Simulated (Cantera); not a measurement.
Input (Python, Cantera) and output of one run.

```python
import numpy as np
import cantera as ct

gas_names = [...]  # 92 gases of nasa_gas.yaml made of C, H, N
cond_names = """
    C(gr) C6H6(L) C7H8(L) C8H18(L),n-octa
""".split()


# ... load() reads the species with a 1 bar reference pressure and builds the phases ...
atoms = {
    'CH4': {'C': 1, 'H': 4},
    'H2': {'H': 2},
    'N2': {'N': 2},
}
top_T = {'C(gr)': 4500}  # K; cautious upper limits of use, not melting points


# ... equilibrate(T, P, feed) seeds the gas with the atoms and calls Mixture.equilibrate('TP', solver="vcs", rtol=1e-11, max_steps=5000) ...
results = []
feed = {'CH4': 1, 'H2': 24, 'N2': 19}  # mol
P = 56  # Pa
for T in [1398, 1548, 1698, 1848, 1998, 2148, 2298]:
    mix = equilibrate(T, P, feed)
    results.append((T, P, feed, dict(zip(mix.species_names, mix.species_moles))))

top = {s: max(r[3][s] / sum(r[3][g] for g in gas_names) for r in results) for s in gas_names}
cols = sorted((s for s in top if top[s] > 1e-05), key=lambda s: -top[s])[:7]
seen = [c for c in cond_names if any(r[3].get(c, 0) > 1e-12 for r in results)]
print("log10 of partial pressures in bar; condensed amounts in mol")
print(f"{'T/K':>10s}" + "".join(f"{s[:9]:>10s}" for s in cols + seen))
for T, P, feed, n in results:
    ng = sum(n[g] for g in gas_names)
    print(f"{T:10.4g}" + "".join(f"{np.log10(max(n[s] / ng * P / 1e5, 1e-99)):10.3f}" for s in cols)
          + "".join(f"{n.get(c, 0):10.4g}" for c in seen))
```

Result:

```
log10 of partial pressures in bar; condensed amounts in mol
       T/K        H2        N2         H       HCN C2H2,acet       HNC        CN     C(gr)
      1398    -3.490    -3.626    -7.070    -6.870    -9.101    -8.797   -12.965    0.9889
      1548    -3.491    -3.627    -6.257    -6.392    -8.295    -8.099   -11.383     0.966
      1698    -3.494    -3.628    -5.587    -6.002    -7.636    -7.528   -10.083    0.9137
      1848    -3.502    -3.632    -5.026    -5.680    -7.091    -7.055    -8.998    0.8102
      1998    -3.524    -3.641    -4.557    -5.417    -6.644    -6.664    -8.080    0.6285
      2148    -3.575    -3.660    -4.168    -5.213    -6.293    -6.350    -7.298    0.3456
      2298    -3.680    -3.693    -3.859    -5.089    -6.076    -6.131    -6.641         0
```

These are equilibrium values from Cantera (NASA tables, ideal gas, pure condensed phases), not measurements of a reactor.
